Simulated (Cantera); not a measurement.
Mixture: 10.1 % CH₄, 3.33 % H₂, 18.2 % O₂, 68.4 % N₂, equivalence ratio 1.2, at 33.0 bar, adiabatic and at constant pressure. Ignition delay is the time to a rise of 400 K.

Cantera simulation using GRI-Mech 3.0 (53 species, 325 reactions); the numbers are that mechanism's predictions, not measurements. The pressure lies above the range GRI-Mech 3.0 was tuned for (to about 10 atm).

**Question.** Predict: delay at 1175 K; delay at 1250 K; delay at 1325 K; delay at 1400 K; delay at 1475 K; apparent activation energy between 1325 and 1475 K.

**Answer.** 
```json
{
 "delay at 1175 K": "0.317 ms",
 "delay at 1250 K": "0.131 ms",
 "delay at 1325 K": "66.7 µs",
 "delay at 1400 K": "38.4 µs",
 "delay at 1475 K": "23.5 µs",
 "apparent activation energy between 1325 and 1475 K": "110 kJ/mol"
}
```
